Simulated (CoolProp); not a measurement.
Properties of octamethyltrisiloxane (MDM) at several states (Tc = 565.4 K, pc = 14.38 bar, ω = 0.528).

Computed with CoolProp (reference Helmholtz-energy equation of state, Thol 2017).

| T (K) | p (bar) | phase | density (kg/m³) | cp (kJ/(kg K)) | cv (kJ/(kg K)) | expansivity (1/kK) |
|---|---|---|---|---|---|---|
| 277.1 | 7.18 | liquid | 837.1 | ___ | 1.427 | 1.174 |
| 453.4 | 67.6 | liquid | 671.6 | 2.139 | 1.856 | ___ |
| 461.1 | 43.8 | liquid | 652.5 | 2.171 | ___ | ___ |
| 271.6 | 0.13 | liquid | 841.6 | ___ | 1.416 | 1.171 |
| 288 | 0.475 | liquid | 825.5 | 1.761 | ___ | 1.205 |
| 343.3 | 0.121 | liquid | 768.9 | 1.893 | ___ | 1.371 |

Task: Some entries are withheld; supply them.

Result: 
- 277.1, cp (kJ/(kg K)): 1.737
- 453.4, expansivity (1/kK): 1.571
- 461.1, cv (kJ/(kg K)): 1.875
- 461.1, expansivity (1/kK): 1.786
- 271.6, cp (kJ/(kg K)): 1.727
- 288, cv (kJ/(kg K)): 1.449
- 343.3, cv (kJ/(kg K)): 1.578
